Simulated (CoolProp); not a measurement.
R1234ze(E) along the isotherm 420 K: density (kg/m³) from the reference equation and from simpler models built on Tc = 382.5 K, pc = 3635 kPa, ω = 0.313; each cubic takes its own stable root.

Values from CoolProp's reference Helmholtz-energy equation of state, Thol 2016.

```tsv
p (kPa)	phase	reference
17.2	gas	0.5624
30.7	gas	1.005
54.5	gas	1.787
97	gas	3.190
172	gas	5.686
307	gas	10.25
545	gas	18.52
970	gas	34.06
1720	gas	64.37
3070	gas	132.1
5450	supercritical	348.5
```

How far does each simpler model (van der Waals, Redlich-Kwong, Soave-Redlich-Kwong, Peng-Robinson) lie from the reference over these 11 states: mean and median of the absolute difference, and the worst?


- van der Waals: mean 1.6 %, median 0.2 %, worst +15.5 % at 420 K and 5450 kPa
- Redlich-Kwong: mean 0.8 %, median 0.0 %, worst +6.8 % at 420 K and 5450 kPa
- Soave-Redlich-Kwong: mean 0.9 %, median 0.1 %, worst -7.0 % at 420 K and 5450 kPa
- Peng-Robinson: mean 0.6 %, median 0.2 %, worst +2.1 % at 420 K and 3070 kPa
